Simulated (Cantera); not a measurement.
Feed: 1 mol TiCl₄, 0.97 mol CH₄, 350 mol H₂, held at 1.00 bar.

These are equilibrium values from Cantera (NASA tables, ideal gas, pure condensed phases), not measurements of a reactor. Candidate condensed phases: C, C₆H₆, C₇H₈, C₈H₁₈, Ti, TiC, TiCl₂, TiCl₃, TiCl₄; 96 gas species. The tables' values for TiCl₂ are old estimates; treat these amounts as uncertain. TiC: taken at fixed stoichiometry. The numbers say what is thermodynamically allowed, not how fast it happens. All values below are at 1627 °C.

Base state: H₂ 0.988, HCl 0.0111, H 0.000789, TiCl₂ 5.39e-5, TiCl₃ 3.20e-5 (mole fractions); condensed: TiC(s).

Task: What changes in the equilibrium state with this change: pressure from 1.00 bar to 0.540 bar?

Result: 
```csv
species,before,after
H₂,0.988,0.988
HCl,0.0111,0.0111
H,0.000789,0.00107
TiCl₃,3.20e-5,2.55e-5
TiCl₂,5.39e-5,5.85e-5
"TiC(s), mol",0.969,0.970
```
